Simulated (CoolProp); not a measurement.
Ethanol at several states: density (kg/m³) from the reference equation and from simpler models built on Tc = 514.7 K, pc = 6268 kPa, ω = 0.644; each cubic takes its own stable root.

Values from CoolProp's reference Helmholtz-energy equation of state, Schroeder 2014.

```csv
T (K),p (kPa),phase,reference,Redlich-Kwong,Soave-Redlich-Kwong,Peng-Robinson
317,38.7,liquid,768.6,(withheld),653.9,736.1
411.2,482,gas,(withheld),(withheld),6.933,(withheld)
192.1,17.2,liquid,(withheld),702.9,(withheld),(withheld)
```

Problem. Complete the blanks.

Solution. 
- 317, Redlich-Kwong: 0.6819
- 411.2, reference: 7.015
- 411.2, Redlich-Kwong: 6.846
- 411.2, Peng-Robinson: 6.958
- 192.1, reference: 876.6
- 192.1, Soave-Redlich-Kwong: 728.2
- 192.1, Peng-Robinson: 814.4

At some of these states Redlich-Kwong gives the other phase, because its saturation line lies elsewhere.
